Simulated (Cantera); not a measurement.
Feed: 1 mol Si, 2 mol Cl2, 0.45 mol H2, held at 550 K and 4.30 bar.

These are equilibrium values from Cantera (NASA tables, ideal gas, pure condensed phases), not measurements of a reactor. Candidate condensed phases: Si; 19 gas species. Equilibrium is a limit: real reactors are often held back by kinetics, nucleation or transport.

Base state: SiCl4 0.688, H2 0.309, HCl 0.00127, SiHCl3 0.00127 (mole fractions); condensed: gas only.

What changes in the equilibrium state with this change: Cl2 from 2 to 1.5 mol?


| species | before | after |
|---|---|---|
| SiCl4 | 0.688 | 0.511 |
| H2 | 0.309 | 0.295 |
| SiHCl3 | 0.00127 | 0.190 |
| SiH2Cl2 | 9.87e-8 | 0.00299 |
| HCl | 0.00127 | 6.00e-6 |
| Si(s), mol | 0 | 0.194 |
